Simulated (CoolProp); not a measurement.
The fluid at 472.09 K and 0.835 MPa flows at 0.59 m/s in a round tube of 50 mm bore and 15 µm roughness, fully developed (64/Re and Nu = 3.66 if laminar; Colebrook and Gnielinski if turbulent). The same conditions are run with several fluids, on thermodynamics alone (safety and materials aside).

Values from CoolProp's reference Helmholtz-energy equation of state of each fluid (R22: Kamei 1995; dry air: Lemmon 2000; R407C: Lemmon 2003; benzene: Thol 2012; normal hydrogen: Leachman 2009). Blends and air are pseudo-pure fits.

Q: Rank R22, dry air, R407C, benzene, normal hydrogen by Reynolds number, highest first.

A: benzene (47000), R407C (28300), R22 (25900), dry air (6950), normal hydrogen (1030)

```
fluid            Darcy friction factor  pressure drop (Pa/m)  heat-transfer coefficient (W/(m² K))  mass flow (kg/h)
---------------  ---------------------  --------------------  ------------------------------------  ----------------
R22                             0.0251                  1.64                                  32.9              78.6
dry air                         0.0345                 0.737                                  16.7              25.6
R407C                           0.0246                  1.61                                  40.3              78.3
benzene                         0.0222                  1.45                                  61.6              78.3
normal hydrogen                 0.0621                0.0924                                  19.1              1.78
```

Transport values come from each fluid's own correlations; those of R22 are estimates that may be off by 10 % or more.
